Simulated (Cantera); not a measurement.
Feed: 1 mol SiH2Cl2, 0.14 mol O3, at 750 K and 10000 Pa.

Equilibrium computed with Cantera from the NASA thermochemical tables; the gas is ideal and each condensed phase is pure. Candidate condensed phases: H2O, Si, SiO2; 30 gas species. The tables' values for SiCl3 are old estimates; treat these amounts as uncertain. Kinetics and transport are ignored.

Base state: H2 0.644, SiCl4 0.289, SiHCl3 0.0645, HCl 0.00131, SiH2Cl2 0.00106, SiCl3 6.00e-5 (mole fractions); condensed: Si(s) + SiO2(α-quartz).

What changes in the equilibrium state with this change: temperature from 750 K to 1100 K?


| species | before | after |
|---|---|---|
| H2 | 0.644 | 0.613 |
| SiCl4 | 0.289 | 0.268 |
| SiHCl3 | 0.0645 | 0.0521 |
| HCl | 0.00131 | 0.0465 |
| SiCl3 | 6.00e-5 | 0.0118 |
| SiCl2 | 2.30e-6 | 0.00719 |
| SiH2Cl2 | 0.00106 | 0.00121 |
| Si(s), mol | 0.266 | 0.277 |
| SiO2(α-quartz), mol | 0.210 | 0 |
| SiO2(β-quartz), mol | 0 | 0.210 |
Mutual solubility and eutectic melting of coexisting phases are not modelled.

What changes in the equilibrium state with this change: temperature from 750 K to 1848 K?


```
species               before     after
-------------------  -------  --------
HCl                  0.00131     0.327
H2                     0.644     0.254
SiCl2                2.30e-6     0.221
SiCl4                  0.289   0.00232
SiO                    <1e-9     0.175
SiCl3                6.00e-5    0.0186
SiHCl3                0.0645  0.000506
H                      <1e-9  0.000845
Cl                     <1e-9  0.000826
SiCl                   <1e-9  0.000153
H2O                    <1e-9   2.61e-5
Si                     <1e-9   1.14e-5
Si(s), mol             0.266         0
SiO2(α-quartz), mol    0.210         0
```
The tables' values for SiCl3, SiCl are old estimates; treat these amounts as uncertain.

What changes in the equilibrium state with this change: temperature from 750 K to 850 K?


```
species               before     after
-------------------  -------  --------
H2                     0.644     0.642
SiCl4                  0.289     0.290
SiHCl3                0.0645    0.0617
HCl                  0.00131   0.00501
SiCl2                2.30e-6   4.65e-5
SiCl3                6.00e-5  0.000436
Si(s), mol             0.266     0.268
SiO2(α-quartz), mol    0.210         0
SiO2(β-quartz), mol        0     0.210
```
